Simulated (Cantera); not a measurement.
Stirred combustor or abatement burner

A perfectly stirred reactor is fed with 40.3 % H₂, 12.6 % O₂, 47.1 % N₂, at 1.01 bar; it is adiabatic with a 750 K inlet, and is followed from long to short residence time, starting on the burning branch (τ in s: 0.022, 0.0094, 0.004, 0.0017, 0.00072, 0.00031, 0.00013, 5.6e-05, 2.4e-05, 1e-05).

Computed with Cantera and GRI-Mech 3.0 (53 species, 325 reactions).

```csv
τ (s),T (K),x H₂,x O₂,x NO,x NO₂,x H,x O,x OH
0.022,2487,0.168,0.000172,0.000364,7.11e-9,0.0128,0.000217,0.00433
0.0094,2466,0.167,0.000255,0.000309,5.95e-9,0.0153,0.000305,0.00505
0.0040,2428,0.166,0.000430,0.000231,4.30e-9,0.0198,0.000500,0.00626
0.0017,2366,0.163,0.000774,0.000151,2.67e-9,0.0271,0.000895,0.00794
0.00072,2274,0.159,0.00140,9.24e-5,1.56e-9,0.0377,0.00161,0.00980
0.00031,2155,0.154,0.00242,5.91e-5,1.02e-9,0.0515,0.00269,0.0113
0.00013,2005,0.149,0.00406,3.99e-5,7.79e-10,0.0687,0.00412,0.0118
5.6e-5,1840,0.144,0.00660,2.60e-5,6.14e-10,0.0869,0.00556,0.0111
2.4e-5,1664,0.143,0.0115,1.43e-5,4.29e-10,0.103,0.00669,0.00916
1.0e-5,1461,0.171,0.0267,5.33e-6,2.32e-10,0.102,0.00697,0.00623
```
x: mole fraction; the columns are a selection and need not sum to one.
